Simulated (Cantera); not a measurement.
An adiabatic, constant-pressure homogeneous reactor starts with 17.2 % CH₄, 2.24 % H₂, 16.9 % O₂, 63.7 % N₂, equivalence ratio 2.1, at 1375 K and 5.00 bar.

Detailed kinetics in Cantera: GRI-Mech 3.0 (53 species, 325 reactions).

Predict: time of steepest temperature rise; temperature at 1.00 s; equilibrium temperature; x(H₂) at 1.00 s; x(O₂) at 1.00 s.


```json
{
 "time_of_steepest_temperature_rise": "0.856 ms",
 "temperature at 1.00 s": "2398 K",
 "equilibrium_temperature": "2398 K",
 "x(H₂) at 1.00 s": "0.184 (gas-phase equilibrium 0.184)",
 "x(O₂) at 1.00 s": "1.19e-6 (gas-phase equilibrium 1.19e-6)"
}
```
